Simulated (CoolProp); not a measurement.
Dimethyl carbonate at several states: density (kg/m³) from the reference equation and from simpler models built on Tc = 283.9 °C, pc = 4.909 MPa, ω = 0.346; each cubic takes its own stable root.

Model: reference Helmholtz-energy equation of state, Zhou 2011, in CoolProp.

```
T (°C)  p (MPa)   phase  reference
------  -------  ------  ---------
144.55     1.99  liquid      895.5
204.55     4.74  liquid      799.6
194.65    0.032     gas     0.7440
186.25     9.76  liquid      849.2
```

Question: How far does each simpler model (van der Waals, Redlich-Kwong, Soave-Redlich-Kwong) lie from the reference over these 4 states: mean and median of the absolute difference, and the worst?

Answer: 
- van der Waals: mean 29.7 %, median 38.7 %, worst -41.5 % at 144.55 °C and 1.99 MPa
- Redlich-Kwong: mean 12.0 %, median 15.2 %, worst -17.6 % at 204.55 °C and 4.74 MPa
- Soave-Redlich-Kwong: mean 8.6 %, median 10.8 %, worst -12.7 % at 204.55 °C and 4.74 MPa
